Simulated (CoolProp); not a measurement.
Saturation properties of p-xylene.

Model: reference Helmholtz-energy equation of state, Zhou 2012, in CoolProp.

```
T (°C)  p (kPa)  vapour Z  surface tension (mN/m)  liquid conductivity (mW/(m K))
------  -------  --------  ----------------------  ------------------------------
215.75    555.1    0.8505                    9.18                             ___
224.15      ___    0.8343                    8.45                            85.5
232.45    743.3    0.8171                     ___                            84.5
240.75    853.1    0.7986                    7.05                            83.5
249.15    976.3       ___                    6.35                            82.6
257.45     1111    0.7571                    5.68                             ___
265.85     1261    0.7337                    5.01                            80.9
274.15     1424    0.7086                    4.37                            80.2
282.45     1603       ___                    3.74                            79.5
```

Task: Complete the blanks.

Result: 
- 215.75, liquid conductivity (mW/(m K)): 86.6
- 224.15, p (kPa): 644.6
- 232.45, surface tension (mN/m): 7.74
- 249.15, vapour Z: 0.7785
- 257.45, liquid conductivity (mW/(m K)): 81.7
- 282.45, vapour Z: 0.6812

It boils at 138.3 °C under 1 atm.

Thermal conductivity comes from a separate model (Mylona 2014). Surface tension comes from a separate correlation (Mulero 2014).
